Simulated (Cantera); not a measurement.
An isothermal, constant-pressure homogeneous reactor starts with N₂O : N₂ = 1 : 0.17 (molar parts), at 1475 K and 120 Torr.

Computed with Cantera and GRI-Mech 3.0 (53 species, 325 reactions). GRI-Mech 3.0 was tuned for natural gas; its chemistry of N2O as a main component is partial and can be far from experiment. The temperature is held fixed by assumption; the heat of reaction is taken as removed at once.

x: mole fraction; the columns are a selection and need not sum to one.

```tsv
t (s)	x N₂O	x NO	x N₂	x O	x O₂	x NO₂
3.00e-6	0.855	2.94e-7	0.145	7.94e-6	4.78e-7	<1e-12
1.80e-5	0.855	8.35e-6	0.145	3.36e-5	1.36e-5	8.92e-12
0.000108	0.854	0.000118	0.146	5.57e-5	0.000193	[?]
0.000646	0.850	0.000838	0.148	5.59e-5	0.00136	[?]
0.00387	0.824	0.00505	0.163	5.58e-5	0.00821	[?]
0.0232	0.690	0.0271	0.239	5.55e-5	0.0441	[?]
0.139	0.272	0.0948	0.476	5.23e-5	0.157	[?]
0.834	0.00632	0.131	0.631	1.25e-5	0.231	[?]
5.00	5.16e-6	0.131	0.635	3.51e-6	0.234	[?]
```

Task: What belongs in the gaps?

Result: 
- 0.000108, x NO₂: 1.78e-9
- 0.000646, x NO₂: 8.45e-8
- 0.00387, x NO₂: 2.33e-6
- 0.0232, x NO₂: 2.61e-5
- 0.139, x NO₂: 0.000111
- 0.834, x NO₂: 0.000206
- 5.00, x NO₂: 0.000319
